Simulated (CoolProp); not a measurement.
Vapour-liquid equilibrium of R125 (1) + dimethyl ether (2) at 37.15 °C; x and y are mole fractions of (1).

Computed with CoolProp (multi-fluid Helmholtz-energy mixture model, Lemmon 2005 and Wu 2011; pair parameters Bell 2016).

| x | bubble pressure, mixture model (MPa) | bubble pressure, Raoult's law (MPa) | y, mixture model | y, Raoult's law |
|---|---|---|---|---|
| 0.05 | 0.8447 | 0.8781 | 0.068 | 0.107 |
| 0.125 | [?] | 0.9568 | 0.169 | 0.245 |
| 0.2 | 0.9129 | 1.035 | 0.269 | 0.362 |
| 0.275 | [?] | 1.114 | 0.367 | 0.463 |
| 0.35 | 1.006 | 1.193 | 0.462 | 0.550 |
| 0.425 | 1.065 | 1.272 | 0.552 | 0.627 |
| 0.5 | [?] | 1.350 | 0.637 | 0.694 |
| 0.575 | [?] | 1.429 | 0.715 | 0.754 |
| 0.65 | 1.306 | 1.508 | 0.785 | 0.808 |
| 0.725 | 1.409 | 1.586 | 0.846 | 0.857 |
| 0.8 | 1.523 | 1.665 | 0.898 | 0.901 |
| 0.875 | 1.648 | 1.744 | 0.942 | 0.941 |
| 0.95 | 1.781 | 1.822 | 0.979 | 0.977 |

Question: What belongs in the gaps?

Answer: 
- 0.125, bubble pressure, mixture model (MPa): 0.8763
- 0.275, bubble pressure, mixture model (MPa): 0.9557
- 0.5, bubble pressure, mixture model (MPa): 1.134
- 0.575, bubble pressure, mixture model (MPa): 1.214

The largest gap from Raoult's law is -16.3 % in bubble pressure, at x = 0.425. No azeotrope shows between x = 0.05 and 0.95.

Pair parameters are fitted to limited data, so mixtures are less certain than the pure fluids.
